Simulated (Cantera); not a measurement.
A closed system holds: 1 mol Fe2O3, 1.4 mol H2, 0.27 mol H2O, equilibrated at 2125 K and 8.30 mbar.

Cantera equilibrium calculation (NASA polynomials, part measured and part estimated; ideal gas, pure solids and liquids). Candidate condensed phases: Fe, FeO, Fe(OH)2, Fe(OH)3, Fe2O3, Fe3O4, H2O; 12 gas species. The tables' stoichiometric FeO is somewhat more stable than real wüstite, so its field is too wide. FeO: taken at fixed stoichiometry. Kinetics and transport are ignored.

Base state: H2O 0.743, H2 0.206, Fe 0.0217, H 0.0181, OH 0.00809, FeO 0.00207, O2 0.000773, O 0.000504 (mole fractions); condensed: FeO(l).

Problem. What changes in the equilibrium state with this change: 0.0052 mol H2S added?

Solution. 
```json
[
 {"species": "H2O", "before": "0.743", "after": "0.733"},
 {"species": "H2", "before": "0.206", "after": "0.211"},
 {"species": "Fe", "before": "0.0217", "after": "0.0225"},
 {"species": "SO2", "before": "0", "after": "0.00249"},
 {"species": "H", "before": "0.0181", "after": "0.0183"},
 {"species": "SO", "before": "0", "after": "0.000441"},
 {"species": "S", "before": "0", "after": "2.40e-5"},
 {"species": "SH", "before": "0", "after": "1.36e-5"},
 {"species": "O2", "before": "0.000773", "after": "0.000715"},
 {"species": "FeO(l), mol", "before": "1.96", "after": "1.96"}
]
```
Further candidate phases: FeS, FeSO4, FeS2, Fe2(SO4)3, H2SO4, S.

Problem. What changes in the equilibrium state with this change: temperature from 2125 K to 1100 K?

Solution. 
| species | before | after |
|---|---|---|
| H2O | 0.743 | 0.760 |
| H2 | 0.206 | 0.240 |
| H | 0.0181 | 1.39e-7 |
| Fe | 0.0217 | <1e-9 |
| Fe(OH)2 | 0.000496 | 6.18e-8 |
| OH | 0.00809 | 1.97e-9 |
| FeO | 0.00207 | <1e-9 |
| FeO(l), mol | 1.96 | 0 |
| FeO(s), mol | 0 | 2.00 |
